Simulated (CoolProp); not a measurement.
Vapour-liquid equilibrium of R113 (1) + n-hexane (2) at 260.1 K; x and y are mole fractions of (1).

Values from CoolProp's multi-fluid Helmholtz-energy mixture model, Marx 1992 and Thol 2019; pair parameters Bell 2016.

Task: Give the bubble pressure and the first vapour's composition at x = 0.15, 0.85, 0.95. Is there an azeotrope?

Result: x = 0.15: 0.04067 bar, y = 0.391; x = 0.85: 0.07203 bar, y = 0.917; x = 0.95: 0.07531 bar, y = 0.971. No azeotrope shows between x = 0.05 and 0.95.

Pair parameters are fitted to limited data, so mixtures are less certain than the pure fluids.
